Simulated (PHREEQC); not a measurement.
**Nickel, zinc or cadmium bath: an equilibrium model**

Make-up at 25 °C: 0.23 mol/kgw CdCl2 and 0.215 mol/kgw NaCl. Closed to the air; pH follows from the charge balance.

Computed with PHREEQC (ion-association model, phreeqc.dat).

```json
{
  "pH": "5.29",
  "ionic_strength": "0.378 mol/kgw",
  "activity_of_water": "0.987",
  "density": "1.041 g/cm³"
}
```

```tsv
species	molality	activity	log γ
Cl-	0.347	0.232	-0.174
Na+	0.215	0.155	-0.141
CdCl+	0.121	0.0882	-0.136
CdCl2	0.0782	0.0853	0.038
CdCl3-	0.0171	0.0125	-0.136
Cd+2	0.0140	0.00398	-0.545
H+	6.58e-6	5.09e-6	-0.111
CdOHCl	6.47e-6	7.06e-6	0.038
CdOH+	8.78e-8	6.42e-8	-0.136
Cd2OH+3	2.11e-8	1.25e-9	-1.227
OH-	2.99e-9	1.96e-9	-0.184
```

Precipitation was switched off in this run.
